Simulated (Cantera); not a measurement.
A perfectly stirred reactor is fed with CO : O₂ : H₂O : N₂ = 0.013 : 0.0049 : 0.052 : 1 (molar parts), equivalence ratio 1.3, at 110000 Pa; it is held at 1425 K, and followed from long to short residence time.

Computed with Cantera and GRI-Mech 3.0 (53 species, 325 reactions).

x: mole fraction; the columns are a selection and need not sum to one.

```json
[
 {"τ (s)": "6.4", "x CO": "0.00108", "x O₂": "7.49e-6", "x H₂O": "0.0469", "x O": "2.42e-7", "x NO₂": "1.64e-12", "x CO₂": "0.0111"},
 {"τ (s)": "2.1", "x CO": "0.00110", "x O₂": "1.64e-5", "x H₂O": "0.0469", "x O": "7.00e-7", "x NO₂": "2.97e-12", "x CO₂": "0.0111"},
 {"τ (s)": "0.69", "x CO": "0.00114", "x O₂": "___", "x H₂O": "0.0468", "x O": "___", "x NO₂": "5.51e-12", "x CO₂": "0.0111"},
 {"τ (s)": "0.23", "x CO": "0.00123", "x O₂": "8.60e-5", "x H₂O": "0.0468", "x O": "5.23e-6", "x NO₂": "1.01e-11", "x CO₂": "0.0110"},
 {"τ (s)": "0.074", "x CO": "0.00141", "x O₂": "0.000198", "x H₂O": "0.0467", "x O": "1.35e-5", "x NO₂": "1.78e-11", "x CO₂": "0.0108"},
 {"τ (s)": "0.024", "x CO": "___", "x O₂": "___", "x H₂O": "0.0465", "x O": "___", "x NO₂": "2.82e-11", "x CO₂": "0.0104"},
 {"τ (s)": "0.0079", "x CO": "0.00248", "x O₂": "0.000835", "x H₂O": "0.0462", "x O": "6.82e-5", "x NO₂": "3.83e-11", "x CO₂": "0.00972"},
 {"τ (s)": "0.0026", "x CO": "0.00377", "x O₂": "0.00150", "x H₂O": "0.0460", "x O": "0.000128", "x NO₂": "4.18e-11", "x CO₂": "0.00841"}
]
```

Question: Some entries are withheld; supply them.

Answer: 
- 0.69, x O₂: 3.74e-5
- 0.69, x O: 1.97e-6
- 0.024, x CO: 0.00178
- 0.024, x O₂: 0.000426
- 0.024, x O: 3.20e-5
